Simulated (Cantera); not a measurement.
A closed system holds: 1 mol toluene, 5.6 mol H₂O, 94 mol H₂, equilibrated at 96.0 bar.

Cantera equilibrium calculation (NASA polynomials, part measured and part estimated; ideal gas, pure solids and liquids). Candidate condensed phases: C, C₆H₆, C₇H₈, C₈H₁₈, H₂O; 110 gas species. The ideal-gas law is rough above about 30 bar. Equilibrium is a limit: real reactors are often held back by kinetics, nucleation or transport. All values below are at 1423 K.

Base state: H₂ 0.897, CH₄ 0.0481, H₂O 0.0339, CO 0.0209, CO₂ 0.000349 (mole fractions); condensed: gas only.

Q: What changes in the equilibrium state with this change: H₂ from 94 to 16 mol?

A: 
```csv
species,before,after
H₂,0.897,0.690
CO,0.0209,0.149
CH₄,0.0481,0.106
H₂O,0.0339,0.0498
CO₂,0.000349,0.00475
C₂H₄,4.56e-6,3.77e-5
C₂H₆,6.36e-6,4.05e-5
```
